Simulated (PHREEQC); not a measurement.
Make-up at 25 °C: 0.16 mol/kgw H2SO4, 0.0066 mol/kgw AlCl3 and 0.2 mol/kgw KCl. Closed to the air; pH follows from the charge balance.

Computed with PHREEQC (ion-association model, phreeqc.dat).

```tsv
quantity	before	after
pH	0.81	0.85
ionic strength (mol/kgw)	0.434	0.411
HSO4- (mol/kgw)	0.120	0.134
SO4-2 (mol/kgw)	0.0270	0.0146
AlSO4+ (mol/kgw)	0.00411	0.00384
Al+3 (mol/kgw)	0.00159	0.00215
SI of Gibbsite (Al(OH)3)	-9.51	-7.56
```

**Question.** What was changed between the two runs?
A. temperature from 25 to 60 °C
B. 0.016 mol/kgw NaHSO4 added
C. KCl from 0.2 to 2 mol/kgw
D. KCl left out

**Answer.** A, temperature from 25 to 60 °C

No solid was allowed to form. Away from 25 °C the constants follow the database's enthalpies or fits; those with neither stay at their 25 °C values.
